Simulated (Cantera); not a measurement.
A jet of 2.23 % H2, 9.60 % O2, 88.2 % N2, equivalence ratio 0.12 at 300 K and 90.0 Torr hits a platinum plate 4.4 cm away at a mass flux of 0.047 kg/m²/s; the plate temperature is set and raised in steps from an oxygen-covered start.

Model: Deutschmann's 1995 Pt surface mechanism with GRI-Mech 3.0 gas chemistry, integrated in Cantera. Catalytic surfaces can have several steady states; this one follows from the mechanism file's or the stated starting coverage.

x: mole fraction at the wall; θ: surface coverage.

```json
[
 {"plate T (K)": "600", "wall x H2": "0.00197", "wall x O2": "0.0742", "wall x H2O": "0.0395", "wall x OH": "<1e-8", "θ free Pt": "0.0436", "θ O*": "0.950", "θ OH*": "0.00609"},
 {"plate T (K)": "650", "wall x H2": "0.00195", "wall x O2": "0.0742", "wall x H2O": "0.0393", "wall x OH": "<1e-8", "θ free Pt": "0.0461", "θ O*": "0.950", "θ OH*": "___"},
 {"plate T (K)": "700", "wall x H2": "0.00183", "wall x O2": "0.0742", "wall x H2O": "0.0393", "wall x OH": "<1e-8", "θ free Pt": "0.0515", "θ O*": "0.946", "θ OH*": "0.00300"},
 {"plate T (K)": "750", "wall x H2": "0.00148", "wall x O2": "0.0739", "wall x H2O": "0.0397", "wall x OH": "<1e-8", "θ free Pt": "0.0674", "θ O*": "0.930", "θ OH*": "0.00247"},
 {"plate T (K)": "800", "wall x H2": "___", "wall x O2": "0.0734", "wall x H2O": "0.0404", "wall x OH": "<1e-8", "θ free Pt": "___", "θ O*": "0.897", "θ OH*": "___"},
 {"plate T (K)": "850", "wall x H2": "0.000748", "wall x O2": "0.0732", "wall x H2O": "0.0408", "wall x OH": "1.18e-8", "θ free Pt": "0.149", "θ O*": "0.849", "θ OH*": "0.00207"}
]
```

Task: What belongs in the gaps?

Result: 
- 650, θ OH*: 0.00410
- 800, wall x H2: 0.00104
- 800, θ free Pt: 0.100
- 800, θ OH*: 0.00224
